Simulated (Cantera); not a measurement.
A Cantera script and what it prints.

```python
import numpy as np
import cantera as ct

gas_names = """
    N NO NO2 NO3 N2 N2O O O2 O3 V VN VO VO2
""".split()
cond_names = """
    V(cr) V(L) VN(s) VO(s) VO(L) V2O3(s) V2O3(L) V2O4(I) V2O4(II) V2O4(L) V2O5(s) V2O5(L)
""".split()


# ... load() reads the species with a 1 bar reference pressure and builds the phases ...
atoms = {
    'V': {'V': 1},
    'N2O': {'N': 2, 'O': 1},
    'N2': {'N': 2},
}
top_T = {'VN(s)': 2300}  # K; cautious upper limits of use, not melting points


# ... equilibrate(T, P, feed) seeds the gas with the atoms and calls Mixture.equilibrate('TP', solver="vcs", rtol=1e-11, max_steps=5000) ...
results = []
feed = {'V': 1, 'N2O': 0.14, 'N2': 1.4}  # mol
P = 133.322  # Pa
for T in [1123, 1173, 1223, 1273, 1323, 1373, 1423, 1473, 1523, 1573, 1623, 1673, 1723, 1773]:
    mix = equilibrate(T, P, feed)
    results.append((T, P, feed, dict(zip(mix.species_names, mix.species_moles))))

top = {s: max(r[3][s] / sum(r[3][g] for g in gas_names) for r in results) for s in gas_names}
cols = sorted((s for s in top if top[s] > 0.0001), key=lambda s: -top[s])[:9]
seen = [c for c in cond_names if any(r[3].get(c, 0) > 1e-12 for r in results)]
print("log10 of partial pressures in bar; condensed amounts in mol")
print(f"{'T/K':>10s}" + "".join(f"{s[:9]:>10s}" for s in cols + seen))
for T, P, feed, n in results:
    ng = sum(n[g] for g in gas_names)
    print(f"{T:10.4g}" + "".join(f"{np.log10(max(n[s] / ng * P / 1e5, 1e-99)):10.3f}" for s in cols)
          + "".join(f"{n.get(c, 0):10.4g}" for c in seen))
```

Result:

```
log10 of partial pressures in bar; condensed amounts in mol
       T/K        N2     VN(s)     VO(s)   V2O3(s)
      1123    -2.875    0.9067         0   0.04667
      1173    -2.875    0.9067         0   0.04667
      1223    -2.875    0.9067         0   0.04667
      1273    -2.875    0.9067         0   0.04667
      1323    -2.875      0.86      0.14         0
      1373    -2.875      0.86      0.14         0
      1423    -2.875      0.86      0.14         0
      1473    -2.875      0.86      0.14         0
      1523    -2.875      0.86      0.14         0
      1573    -2.875      0.86      0.14         0
      1623    -2.875      0.86      0.14         0
      1673    -2.875      0.86      0.14         0
      1723    -2.875      0.86      0.14         0
      1773    -2.875      0.86      0.14         0
```

Method: chemical equilibrium by Gibbs-energy minimisation in Cantera with the NASA 1993 tables (ideal gas, pure condensed phases). Mutual solubility and eutectic melting of coexisting phases are not modelled. VN, VO: taken at fixed stoichiometry. Condensed phases not in the tables: the oxides between V2O3 and V2O5 other than VO2, solid solutions among these carbides, nitrides and lower oxides, V2N.
